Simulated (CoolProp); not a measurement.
The numbers come from the reference Helmholtz-energy equation of state, Pan 2012 in CoolProp.

Question: For R236FA, give the phase and the cv (kJ/(kg K)), Joule-Thomson coefficient (K/MPa), viscosity (µPa s) at 400 K and 0.19 bar; 400 K and 1.74 bar.

Answer: 
- 400 K and 0.19 bar: gas; cv 0.934, Joule-Thomson coefficient 8.72, viscosity 14.8
- 400 K and 1.74 bar: gas; cv 0.938, Joule-Thomson coefficient 8.90, viscosity 14.8

Viscosity comes from a separate model (Huber 2003), an estimate that may be off by 10 % or more.
